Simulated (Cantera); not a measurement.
Feed: 1 mol Fe3O4, 3.2 mol C, 0.096 mol CO, held at 2150 K and 0.100 bar.

Cantera equilibrium calculation (NASA polynomials, part measured and part estimated; ideal gas, pure solids and liquids). Candidate condensed phases: C, Fe, Fe(CO)5, FeO, Fe2O3, Fe3O4; 15 gas species. Each liquid is taken as pure. Mutual solubility and eutectic melting of coexisting phases are not modelled. The tables' stoichiometric FeO is somewhat more stable than real wüstite, so its field is too wide. FeO: taken at fixed stoichiometry. The numbers say what is thermodynamically allowed, not how fast it happens.

Base state: CO 0.898, CO2 0.0840, Fe 0.0173, FeO 0.000231 (mole fractions); condensed: Fe(l) + FeO(l).

Task: What changes in the equilibrium state with this change: temperature from 2150 K to 1648 K?

Result: 
| species | before | after |
|---|---|---|
| CO | 0.898 | 0.871 |
| CO2 | 0.0840 | 0.129 |
| Fe | 0.0173 | 2.61e-5 |
| FeO | 0.000231 | 8.83e-8 |
| Fe(l), mol | 2.42 | 0 |
| FeO(l), mol | 0.517 | 0 |
| Fe(γ), mol | 0 | 2.63 |
| FeO(s), mol | 0 | 0.374 |
